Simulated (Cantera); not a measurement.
A perfectly stirred reactor is fed with 4.34 % CH₄, 0.565 % CO, 19.9 % O₂, 75.2 % N₂, at 360 Torr; it is adiabatic with a 300 K inlet, and is followed from long to short residence time, starting on the burning branch (τ in s: 0.11, 0.05, 0.023, 0.011, 0.005, 0.0023, 0.0011, 0.00049, 0.00023, 0.0001, 4.8e-05, 2.2e-05).

Model: GRI-Mech 3.0 (53 species, 325 reactions), integrated in Cantera.

One state of this run: T (K) = 1308; x CH₄ = 0.000535; x CO = 0.00716; x O₂ = 0.114; x H = 0.000240; x H₂ = 0.000699; x OH = 0.000817. x: mole fraction; the columns are a selection and need not sum to one.

Q: Which value of τ (s) does it belong to?
A. 0.0011
B. 0.11
C. 0.023
D. 0.0050

A: D, 0.0050
